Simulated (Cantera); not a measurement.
What does this Cantera script print?

```python
import numpy as np
import cantera as ct

gas = ct.Solution("gri30.yaml", transport_model="mixture-averaged")
show = ['NO', 'NH3', 'H2']

rows = []
print(f"{'T/K':>7s}{'rho':>11s}{'cp':>10s}{'mu':>11s}{'lambda':>11s}{'Pr':>7s}" + "".join(f"{'D_' + s:>11s}" for s in show))
for T in [400, 600, 800, 1000, 1200, 1400, 1600]:
    gas.TPX = T, 58000, {'NO': 0.46}
    Pr = gas.cp_mass * gas.viscosity / gas.thermal_conductivity
    D = [gas.mix_diff_coeffs_mole[gas.species_index(s)] for s in show]
    rows.append([gas.density, gas.cp_mass, gas.viscosity, gas.thermal_conductivity, Pr, *D])
    print(f"{T:7g}{gas.density:11.4e}{gas.cp_mass:10.1f}{gas.viscosity:11.4e}"
          f"{gas.thermal_conductivity:11.4e}{Pr:7.3f}" + "".join(f"{d:11.4e}" for d in D))
print("SI units: kg/m3, J/kg/K, Pa s, W/m/K, m2/s")
```

Result:

```
    T/K        rho        cp         mu     lambda     Pr       D_NO      D_NH3       D_H2
    400 5.2329e-01     998.6 2.3120e-05 3.2415e-02  0.712 1.1655e-02 6.5933e-05 2.2115e-04
    600 3.4886e-01    1040.9 3.0618e-05 4.5123e-02  0.706 2.3791e-02 1.3845e-04 4.3631e-04
    800 2.6164e-01    1092.2 3.7097e-05 5.7252e-02  0.708 3.8997e-02 2.3026e-04 7.0423e-04
   1000 2.0932e-01    1132.7 4.2948e-05 6.8643e-02  0.709 5.6934e-02 3.3898e-04 1.0198e-03
   1200 1.7443e-01    1159.2 4.8363e-05 7.9343e-02  0.707 7.7380e-02 4.6306e-04 1.3796e-03
   1400 1.4951e-01    1181.0 5.3449e-05 8.9432e-02  0.706 1.0017e-01 6.0142e-04 1.7808e-03
   1600 1.3082e-01    1198.6 5.8275e-05 9.8988e-02  0.706 1.2518e-01 7.5322e-04 2.2213e-03
SI units: kg/m3, J/kg/K, Pa s, W/m/K, m2/s
```

Computed with Cantera and GRI-Mech 3.0 (53 species, 325 reactions). The composition is frozen, though it would react at the higher temperatures.
